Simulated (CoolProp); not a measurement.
The fluid at 405.44 K and 0.1 MPa is throttled through a valve to 0.0322 MPa with no heat exchange. The same conditions are run with several fluids, on thermodynamics alone (safety and materials aside).

The numbers come from the reference Helmholtz-energy equation of state of each fluid (CF4 (R14): Platzer 1990; c-C4F8 (RC318): Platzer 1990; methanol: de Reuck 1993; cis-2-butene: Lemmon 2005; C2F6 (R116): Lemmon 2006) in CoolProp. The equations of Platzer and Polt are older, rougher fits.

| fluid | temperature change (K) | final density (kg/m³) |
|---|---|---|
| CF4 (R14) | -0.2 | 0.841 |
| c-C4F8 (RC318) | -0.4 | 1.92 |
| methanol | -2.6 | 0.309 |
| cis-2-butene | -0.8 | 0.539 |
| C2F6 (R116) | -0.2 | 1.32 |
